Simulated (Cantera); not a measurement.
An adiabatic, constant-pressure homogeneous reactor starts with 9.27 % CH₄, 21.0 % O₂, 63.2 % N₂, 6.49 % H₂O, equivalence ratio 0.88, at 1425 K and 10.0 bar.

Detailed kinetics in Cantera: GRI-Mech 3.0 (53 species, 325 reactions).

**Question.** Predict: time of steepest temperature rise; temperature at 9.00 s; equilibrium temperature; x(O₂) at 9.00 s; x(H₂O) at 9.00 s; x(OH) at 9.00 s; x(HCO) at 9.00 s; x(CO₂) at 9.00 s.

**Answer.** 
| Quantity | Result |
|---|---|
| time of steepest temperature rise | 0.340 ms |
| temperature at 9.00 s | 2830 K |
| equilibrium temperature | 2830 K |
| x(O₂) at 9.00 s | 0.0287 (gas-phase equilibrium 0.0287) |
| x(H₂O) at 9.00 s | 0.223 (gas-phase equilibrium 0.223) |
| x(OH) at 9.00 s | 0.0184 (gas-phase equilibrium 0.0184) |
| x(HCO) at 9.00 s | 5.96e-8 (gas-phase equilibrium 5.96e-8) |
| x(CO₂) at 9.00 s | 0.0683 (gas-phase equilibrium 0.0683) |
